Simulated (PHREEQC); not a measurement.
# Spent oxide etchant: speciation

A solution holds 2.9 mmol/kgw NH4HF2, 0.067 mmol/kgw H2SiF6 and 1.5 mmol/kgw HBF4, at 93 °C. Closed to the air; pH follows from the charge balance.

Model: ion-association model, phreeqc.dat, run in PHREEQC.

Each row changes one thing in this solution. This is a speciation only: nothing precipitates in the calculation.

| case | pH | ionic strength (mol/kgw) | HF (mol/kgw) | F- (mol/kgw) | HF2- (mol/kgw) | H4SiO4 (mol/kgw) | SI of Quartz (SiO2) |
|---|---|---|---|---|---|---|---|
| as made | 3.31 | 0.00343 | 0.00708 | 0.00265 | 7.65e-5 | 5.78e-5 | -1.07 |
| temperature from 93 to 20 °C | 2.94 | 0.00419 | 0.00379 | 0.00257 | 3.58e-5 | 6.27e-8 | -3.15 |
| 8.2e-05 mol/kgw HF added | 3.31 | 0.00344 | 0.00714 | 0.00265 | 7.70e-5 | 5.76e-5 | -1.07 |
| diluted 5-fold with water | 3.51 | 0.000898 | 0.00153 | 0.000886 | 5.53e-6 | 1.34e-5 | -1.71 |
| NH4HF2 left out | 2.99 | 0.00106 | 0.00498 | 0.000871 | 1.77e-5 | 6.67e-5 | -1.01 |
| temperature from 93 to 65 °C | 3.13 | 0.00374 | 0.00554 | 0.00250 | 6.08e-5 | 1.46e-5 | -1.37 |
| diluted 100-fold with water | 4.22 | 9.03e-5 | 3.17e-5 | 9.03e-5 | 1.17e-8 | 6.70e-7 | -3.01 |
| HBF4 left out | 3.74 | 0.00310 | 0.00307 | 0.00306 | 3.83e-5 | 6.65e-5 | -1.01 |
| H2SiF6 from 6.7e-05 to 3.35e-05 mol/kgw | 3.32 | 0.00342 | 0.00695 | 0.00266 | 7.55e-5 | 2.92e-5 | -1.37 |

Away from 25 °C the constants follow the database's enthalpies or fits; those with neither stay at their 25 °C values. SiF6-2 is the database's only silicon fluoride. Real BF4- forms and hydrolyses slowly; the run takes it at equilibrium.
